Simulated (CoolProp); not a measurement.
The numbers come from the reference Helmholtz-energy equation of state, Akasaka 2023 in CoolProp.

Task: For R1336mzz(E), give the phase and the Z, Joule-Thomson coefficient (K/MPa), isothermal compressibility (1/MPa), expansivity (1/kK) at 410 K and 1.66 MPa.

Result: 
- 410 K and 1.66 MPa: gas; Z 0.765, Joule-Thomson coefficient 13.5, isothermal compressibility 0.825, expansivity 6.15
